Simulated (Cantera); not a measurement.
Charge: 1 mol TEOS, 0.54 mol NO, 1.4 mol N₂, at 74.0 mbar.

These are equilibrium values from Cantera (NASA tables, ideal gas, pure condensed phases), not measurements of a reactor. Candidate condensed phases: C, C₆H₆, C₇H₈, C₈H₁₈, H₂O, Si, SiC, SiO₂, Si₂N₂O, Si₃N₄; 151 gas species. The feed counts by its element totals alone. Equilibrium is a limit: real reactors are often held back by kinetics, nucleation or transport. All values below are at 1025 K.

Base state: H₂ 0.700, CO 0.176, N₂ 0.118, CH₄ 0.00267, H₂O 0.00242, CO₂ 0.000787 (mole fractions); condensed: C(graphite) + SiO₂(β-quartz).

Task: What changes in the equilibrium state with this change: TEOS replaced by SiF₄?

Result: 
```json
[
 {"species": "N₂", "before": "0.118", "after": "0.568"},
 {"species": "SiF₄", "before": "0", "after": "0.340"},
 {"species": "O₂", "before": "<1e-9", "after": "0.0918"},
 {"species": "H₂", "before": "0.700", "after": "0"},
 {"species": "CO", "before": "0.176", "after": "0"},
 {"species": "CH₄", "before": "0.00267", "after": "0"},
 {"species": "H₂O", "before": "0.00242", "after": "0"},
 {"species": "CO₂", "before": "0.000787", "after": "0"},
 {"species": "C(graphite), mol", "before": "5.47", "after": "0"},
 {"species": "SiO₂(β-quartz), mol", "before": "1.00", "after": "0"}
]
```
